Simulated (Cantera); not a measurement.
**Counterflow diffusion flame**

A counterflow diffusion flame at 525 Torr, nozzles 20 mm apart: fuel side C₃H₈ = 1 (molar parts) at 300 K, oxidiser side O₂ : N₂ = 0.23 : 0.77 (molar parts) at 323 K, fuel mass flux 1.1 times the oxidiser's; mixture-averaged transport, no radiation.

Computed with Cantera and GRI-Mech 3.0 (53 species, 325 reactions). GRI-Mech 3.0 was tuned for natural gas; its chemistry of propane as a main component is partial and can be far from experiment. GRI-Mech 3.0 has no aromatics or soot, which form on the fuel side of real flames. The maximum strain rate includes the flame's own expansion and is several times the mean.

```tsv
oxidiser flux (kg/m²/s)	max strain (1/s)	mean strain (1/s)	T max (K)	peak x OH	peak x H	peak x NO	peak x CO	peak x C₂H₂
0.17	162	18.8	2062	0.00817	0.00506	0.000269	0.0737	0.0410
0.27	241	29.9	2039	0.00813	0.00549	0.000246	0.0733	0.0389
0.4	339	44.3	2015	0.00798	0.00582	0.000221	0.0728	0.0367
0.61	490	67.6	1990	0.00777	0.00616	0.000192	0.0726	0.0343
0.93	713	103	1962	0.00746	0.00643	0.000159	0.0729	0.0316
1.4	1030	155	1928	0.00699	0.00655	0.000122	0.0737	0.0283
2.2	1540	244	1879	0.00621	0.00640	7.93e-5	0.0757	0.0235
3.3	2230	365	1812	0.00507	0.00572	3.99e-5	0.0790	0.0173
```
x: mole fraction; the columns are a selection and need not sum to one.
